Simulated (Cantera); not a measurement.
Standard-state values (1 bar) from the NASA 1993 polynomials, evaluated with Cantera. Values are per mole of reaction as written; species without (g) are pure solids or liquids, kept so even where they would boil at 1 bar.

2 Li + 2 HCl(g) = H₂(g) + 2 LiCl

```json
[
 {"T (K)": "300", "ΔH° (kJ)": "-631.9", "ΔS° (J/K)": "-182.6", "ΔG° (kJ)": "-577.1", "log10 K": "100.47", "condensed phases": "Li(s), LiCl(s)"},
 {"T (K)": "1200", "ΔH° (kJ)": "[?]", "ΔS° (J/K)": "[?]", "ΔG° (kJ)": "[?]", "log10 K": "[?]", "condensed phases": "Li(l), LiCl(l)"},
 {"T (K)": "1300", "ΔH° (kJ)": "[?]", "ΔS° (J/K)": "[?]", "ΔG° (kJ)": "[?]", "log10 K": "[?]", "condensed phases": "Li(l), LiCl(l)"},
 {"T (K)": "1400", "ΔH° (kJ)": "-567.5", "ΔS° (J/K)": "-112.1", "ΔG° (kJ)": "-410.5", "log10 K": "15.32", "condensed phases": "Li(l), LiCl(l)"},
 {"T (K)": "1500", "ΔH° (kJ)": "-565.0", "ΔS° (J/K)": "-110.4", "ΔG° (kJ)": "-399.4", "log10 K": "13.91", "condensed phases": "Li(l), LiCl(l)"},
 {"T (K)": "1600", "ΔH° (kJ)": "[?]", "ΔS° (J/K)": "[?]", "ΔG° (kJ)": "[?]", "log10 K": "[?]", "condensed phases": "Li(l), LiCl(l)"},
 {"T (K)": "1700", "ΔH° (kJ)": "-560.7", "ΔS° (J/K)": "-107.7", "ΔG° (kJ)": "-377.6", "log10 K": "11.60", "condensed phases": "Li(l), LiCl(l)"}
]
```

Q: What belongs in the gaps?

A: 
- 1200, ΔH° (kJ): -573.4
- 1200, ΔS° (J/K): -116.7
- 1200, ΔG° (kJ): -433.4
- 1200, log10 K: 18.86
- 1300, ΔH° (kJ): -570.3
- 1300, ΔS° (J/K): -114.2
- 1300, ΔG° (kJ): -421.8
- 1300, log10 K: 16.95
- 1600, ΔH° (kJ): -562.7
- 1600, ΔS° (J/K): -108.9
- 1600, ΔG° (kJ): -388.4
- 1600, log10 K: 12.68
